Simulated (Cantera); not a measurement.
Input (Python, Cantera) and output of one run.

```python
import numpy as np
import cantera as ct

gas_names = """
    CL CLO CL2 H HCL HOCL HO2 H2 H2O H2O2 O OH O2 O3 Si SiCL SiCL2 SiCL3 SiCL4 SiH SiHCL3 SiH2 SiH2CL2
    SiH3 SiH3CL SiH4 SiO SiO2 Si2 Si3
""".split()
cond_names = """
    H2O(s) H2O(L) Si(cr) Si(L) SiO2(Lqz) SiO2(hqz) SiO2(L)
""".split()


# ... load() reads the species with a 1 bar reference pressure and builds the phases ...
atoms = {
    'SiH2Cl2': {'Si': 1, 'H': 2, 'CL': 2},
    'O3': {'O': 3},
    'H2': {'H': 2},
}
top_T = {}  # K; cautious upper limits of use, not melting points


# ... equilibrate(T, P, feed) seeds the gas with the atoms and calls Mixture.equilibrate('TP', solver="vcs", rtol=1e-11, max_steps=5000) ...
results = []
feed = {'SiH2Cl2': 1, 'O3': 0.38, 'H2': 7.1}  # mol
T = 1975  # K
P = 38  # Pa
mix = equilibrate(T, P, feed)
results.append((T, P, feed, dict(zip(mix.species_names, mix.species_moles))))
x = sorted(zip(gas.X, gas.species_names), reverse=True)
print(f"T = {T:g} K  P = {P:g} Pa  gas = {mix.phase_moles(0):.4g} mol")
print("   x: " + "  ".join(f"{s} {v:.3e}" for v, s in x if v > 0.001))
print("   condensed (mol): " + ("  ".join(f"{mix.phase(i).name} {mix.phase_moles(i):.4g}"
      for i in range(1, mix.n_phases) if mix.phase_moles(i) > 1e-12) or "none"))
```

Result:

```
T = 1975 K  P = 38 Pa  gas = 10.46 mol
   x: H2 6.434e-01  HCL 1.795e-01  SiO 9.563e-02  H 5.630e-02  H2O 1.326e-02  CL 1.174e-02
   condensed (mol): none
```

These are equilibrium values from Cantera (NASA tables, ideal gas, pure condensed phases), not measurements of a reactor.
